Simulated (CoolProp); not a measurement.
Vapour-liquid equilibrium of propylene (1) + isobutane (2) at -41.15 °C; x and y are mole fractions of (1).

The numbers come from the multi-fluid Helmholtz-energy mixture model, Lemmon 2013 and Bücker 2006; pair parameters Bell 2016 in CoolProp.

| x | bubble pressure (MPa) | y at the bubble point | dew pressure at overall composition x (MPa) | liquid density (mol/L) |
|---|---|---|---|---|
| 0.05 | 0.03457 | 0.250 | 0.02830 | 10.89 |
| 0.2 | 0.04846 | 0.527 | 0.03277 | 11.33 |
| 0.35 | 0.05876 | 0.664 | 0.03872 | 11.81 |
| 0.5 | 0.07041 | 0.781 | 0.04677 | 12.34 |
| 0.65 | 0.08579 | 0.882 | 0.05754 | 12.91 |
| 0.8 | 0.1058 | 0.955 | 0.07281 | 13.51 |
| 0.95 | 0.1280 | 0.993 | 0.1040 | 14.11 |

No azeotrope shows between x = 0.05 and 0.95.

The pair parameters rest on a limited set of measurements; away from them the model extrapolates. The gap from Raoult's law changes sign with composition, which may be real or a fault of the pair parameters; it wasn't checked against measurements.
